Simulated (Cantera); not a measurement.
What does this Cantera script print?

```python
import numpy as np
import cantera as ct

gas_names = """
    CL CL2 H HCL H2 Si SiCL SiCL2 SiCL3 SiCL4 SiH SiHCL3 SiH2 SiH2CL2 SiH3 SiH3CL SiH4 Si2 Si3
""".split()
cond_names = """
    Si(cr) Si(L)
""".split()


def load(file, names, dense=False):
    # The tables refer to 1 bar. Condensed volumes are neglected.
    table = {s.name: s for s in ct.Species.list_from_file(file)}
    out = []
    for n in names:
        d = dict(table[n].input_data)
        d["thermo"] = dict(d["thermo"], **{"reference-pressure": 1e5})
        if dense:
            d["equation-of-state"] = {"model": "constant-volume", "density": "1e6 g/cm^3"}
        out.append(ct.Species.from_dict(d))
    return out


gas = ct.Solution(thermo="ideal-gas", species=load("nasa_gas.yaml", gas_names))
cond = {s.name: ct.Solution(thermo="fixed-stoichiometry", species=[s], name=s.name)
        for s in load("nasa_condensed.yaml", cond_names, dense=True)}
atoms = {
    'SiCl4': {'Si': 1, 'CL': 4},
    'H2': {'H': 2},
}
top_T = {}  # K; cautious upper limits of use, not melting points


def equilibrate(T, P, feed):
    n = {}
    for name, mol in feed.items():
        for a, k in atoms[name].items():
            n[a] = n.get(a, 0.0) + k * mol
    gas.TPX = T, P, n
    mass = sum(n.values()) * gas.mean_molecular_weight
    gas.equilibrate("TP")
    valid = [c for c in cond.values() if c.min_temp <= T <= top_T.get(c.name, c.max_temp)]
    mix = ct.Mixture([(gas, mass / gas.mean_molecular_weight)] + [(c, 0.0) for c in valid])
    mix.T, mix.P = T, P
    mix.equilibrate("TP", solver="vcs", rtol=1e-11, max_steps=5000)
    return mix


results = []
feed = {'SiCl4': 1, 'H2': 210}  # mol
P = 150  # Pa
for T in [1073, 1173, 1273, 1373, 1473, 1573, 1673, 1773, 1873, 1973, 2073, 2173]:
    mix = equilibrate(T, P, feed)
    results.append((T, P, feed, dict(zip(mix.species_names, mix.species_moles))))

top = {s: max(r[3][s] / sum(r[3][g] for g in gas_names) for r in results) for s in gas_names}
cols = sorted((s for s in top if top[s] > 1e-05), key=lambda s: -top[s])[:6]
seen = [c for c in cond_names if any(r[3].get(c, 0) > 1e-12 for r in results)]
print("log10 of partial pressures in bar; condensed amounts in mol")
print(f"{'T/K':>10s}" + "".join(f"{s[:9]:>10s}" for s in cols + seen))
for T, P, feed, n in results:
    ng = sum(n[g] for g in gas_names)
    print(f"{T:10.4g}" + "".join(f"{np.log10(max(n[s] / ng * P / 1e5, 1e-99)):10.3f}" for s in cols)
          + "".join(f"{n.get(c, 0):10.4g}" for c in seen))
```

It prints:

```
log10 of partial pressures in bar; condensed amounts in mol
       T/K        H2         H       HCL        Si        CL     SiCL2    Si(cr)     Si(L)
      1073    -2.832    -9.269    -4.589   -14.161   -11.071    -6.057    0.8425         0
      1173    -2.832    -8.344    -4.584   -12.305   -10.155    -5.979    0.8454         0
      1273    -2.832    -7.563    -4.587   -10.744    -9.388    -5.929    0.8315         0
      1373    -2.832    -6.893    -4.590    -9.411    -8.733    -5.889    0.8166         0
      1473    -2.832    -6.314    -4.593    -8.262    -8.167    -5.858    0.8018         0
      1573    -2.832    -5.807    -4.597    -7.260    -7.671    -5.832    0.7801         0
      1673    -2.833    -5.360    -4.601    -6.379    -7.235    -5.812    0.7083         0
      1773    -2.836    -4.964    -4.600    -5.672    -6.843    -5.858         0    0.4562
      1873    -2.841    -4.611    -4.589    -5.249    -6.479    -6.084         0         0
      1973    -2.849    -4.294    -4.579    -5.200    -6.151    -6.615         0         0
      2073    -2.864    -4.012    -4.591    -5.188    -5.871    -7.161         0         0
      2173    -2.888    -3.761    -4.619    -5.192    -5.628    -7.695         0         0
```

These are equilibrium values from Cantera (NASA tables, ideal gas, pure condensed phases), not measurements of a reactor. The tables' values for SiCl, SiCl3 are old estimates; treat these amounts as uncertain. Gases not in the tables: Si2H6 and higher silanes.
